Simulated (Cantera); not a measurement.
A diamond (100) surface in a fixed gas of H2 with x(CH4) = 0.0023, x(H) = 0.0018, at 1300 K, 0.0109 atm; coverages are run to steady state.

Computed with Cantera and the Harris–Goodwin 1993 mechanism for the reconstructed diamond (100) surface.

One state of this run: growth (µm/h) = 0.0743; θ c6HH = 0.405; θ c6H* = 0.0479; θ c6*H = 0.512; θ c6** = 0.0351; θ c6HM = 3.45e-5. θ: site fractions in the mechanism's names (c6HH fully hydrogenated, c6H* and c6*H radical sites, c6** diradical, c6HM methylated).

### Question
Which value of x(CH3) does it belong to?
A) 8.8e-06
B) 7.7e-05
C) 3.7e-05
D) 2.1e-06

### Answer
B, 7.7e-05
